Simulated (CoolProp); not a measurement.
A Linde-Hampson liquefier for dry air: isothermal reversible compression at 290 K from 1 atm to 20 MPa, throttling to 1 atm, return gas leaving the recuperator 5 K below the feed. Each further row changes one setting.

Values from CoolProp's reference Helmholtz-energy equation of state, Lemmon 2000. It is a pseudo-pure fit of the blend.

```csv
case,liquid yield per pass,compression work (kJ/kg of gas)
as stated,0.078,438
high pressure 40 MPa,0.106,501
warm-end temperature 320 K,0.055,486
warm-end gap 10 K,0.067,438
```
